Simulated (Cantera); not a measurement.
A Cantera script and its output.

```python
import numpy as np
import cantera as ct

gas = ct.Solution("gri30.yaml")
gas.TPX = 850, 100000, {'H2': 1.8, 'O2': 1, 'N2': 3.9}
reactor = ct.IdealGasConstPressureReactor(gas, energy="off", clone=False)
net = ct.ReactorNet([reactor])
net.rtol, net.atol = 1e-08, 1e-18
show = ['H2', 'O2', 'NO', 'H2O', 'NO2']
times = np.geomspace(1e-06, 50, 14)

steps = ct.SolutionArray(gas, extra=["t"])
rows = []
print(f"{'t/s':>10s}{'T/K':>9s}{'P/Pa':>11s}" + "".join(f"{s:>11s}" for s in show))
for t in times:
    while net.time < t:
        t_next = net.step()
        steps.append(gas.state, t=t_next)
    rows.append([np.interp(t, steps.t, y) for y in (steps.T, steps.P, *steps(*show).X.T)])
    print(f"{t:10.3e}{rows[-1][0]:9.1f}{rows[-1][1]:11.4g}" + "".join(f"{x:11.3e}" for x in rows[-1][2:]))
rate = np.gradient(steps.T, steps.t)
print("integrator steps:", len(steps.t))
if steps.T.max() > steps.T[0] + 200:
    print(f"time of steepest temperature rise: {steps.t[rate.argmax()]:.4e} s")
gas.TPX = 850, 100000, {'H2': 1.8, 'O2': 1, 'N2': 3.9}
gas.equilibrate("TP")
print(f"equilibrium (TP): T = {gas.T:.1f} K  " + "  ".join(f"{s} {gas[s].X[0]:.3e}" for s in show))
```

Output:

```
       t/s      T/K       P/Pa         H2         O2         NO        H2O        NO2
 1.000e-06    850.0      1e+05  2.687e-01  1.493e-01  5.800e-32  1.586e-15  1.532e-43
 3.910e-06    850.0      1e+05  2.687e-01  1.493e-01  5.332e-30  3.885e-14  1.969e-40
 1.529e-05    850.0      1e+05  2.687e-01  1.493e-01  2.579e-28  5.633e-13  2.073e-37
 5.980e-05    850.0      1e+05  2.687e-01  1.493e-01  3.474e-27  4.005e-12  6.639e-35
 2.338e-04    850.0      1e+05  2.687e-01  1.493e-01  1.915e-26  1.817e-11  6.952e-33
 9.144e-04    850.0      1e+05  2.687e-01  1.493e-01  8.372e-26  7.493e-11  5.056e-31
 3.576e-03    850.0      1e+05  2.687e-01  1.493e-01  3.840e-25  3.183e-10  3.424e-29
 1.398e-02    850.0      1e+05  2.687e-01  1.493e-01  2.530e-24  1.640e-09  3.192e-27
 5.468e-02    850.0      1e+05  2.687e-01  1.493e-01  4.999e-23  1.552e-08  8.963e-25
 2.138e-01    850.0      1e+05  2.687e-01  1.493e-01  1.040e-20  6.190e-07  5.739e-21
 8.362e-01    850.0      1e+05  2.685e-01  1.492e-01  1.700e-18  9.173e-05  2.825e-17
 3.270e+00    850.0      1e+05  2.596e-01  1.443e-01  2.117e-15  9.697e-03  2.904e-14
 1.279e+01    850.0      1e+05  1.832e-01  1.068e-01  2.140e-14  9.796e-02  3.870e-13
 5.000e+01    850.0      1e+05  3.595e-02  3.482e-02  6.732e-14  2.687e-01  1.555e-12
integrator steps: 784
equilibrium (TP): T = 850.0 K  H2 1.092e-12  O2 1.724e-02  NO 1.197e-06  H2O 3.103e-01  NO2 6.303e-08
```

Computed with Cantera and GRI-Mech 3.0 (53 species, 325 reactions). Below about 950 K walls govern HO2 and H2O2 in real vessels. The temperature is held fixed by assumption; the heat of reaction is taken as removed at once.
